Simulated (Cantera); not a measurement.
CCl₄ + H₂ (fluorocarbon and chlorocarbon gases)

Input: 1 mol CCl₄, a varied amount of H₂, at 1475 K and 0.260 bar.

Equilibrium computed with Cantera from the NASA thermochemical tables; the gas is ideal and each condensed phase is pure. Candidate condensed phases: C, C₆H₆, C₇H₈, C₈H₁₈; 91 gas species. The numbers say what is thermodynamically allowed, not how fast it happens.

From 0.3 mol H₂ to 5.5 mol H₂ the condensed part is C(graphite). The main C-bearing gas is CCl₄ at 0.3 mol H₂ and CH₄ at 5.5 mol H₂.

```tsv
n(H₂) (mol)	x HCl	x Cl₂	x H₂	x Cl	n C(graphite)
0.3	0.251	0.670	4.27e-9	0.0791	1.000
1	0.649	0.298	6.44e-8	0.0527	1.000
1.8	0.938	0.0422	9.50e-7	0.0198	1.000
2.5	0.889	3.24e-7	0.111	5.49e-5	1.000
3.3	0.755	1.06e-7	0.245	3.14e-5	1.000
4	0.667	6.08e-8	0.333	2.38e-5	0.999
4.8	0.588	3.83e-8	0.412	1.89e-5	0.999
5.5	0.533	2.78e-8	0.466	1.61e-5	0.999
```
x: gas mole fraction; n: condensed amount in mol.
